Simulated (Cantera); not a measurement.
Mixture: 11.1 % H2, 11.5 % O2, 77.4 % N2, equivalence ratio 0.48, at 1.00 bar, adiabatic and at constant pressure. Ignition delay is the time to a rise of 400 K.

Detailed kinetics in Cantera: GRI-Mech 3.0 (53 species, 325 reactions). Below about 950 K walls govern HO2 and H2O2 in real vessels. Where the delays flatten at high temperature, the 400 K rule measures the pace of heat release, not the induction time.

Predict: delay at 923 K; delay at 1123 K; delay at 1323 K; delay at 1523 K; delay at 1723 K.


- delay at 923 K = 0.121 s
- delay at 1123 K = 0.134 ms
- delay at 1323 K = 68.0 µs
- delay at 1523 K = 65.0 µs
- delay at 1723 K = 80.9 µs
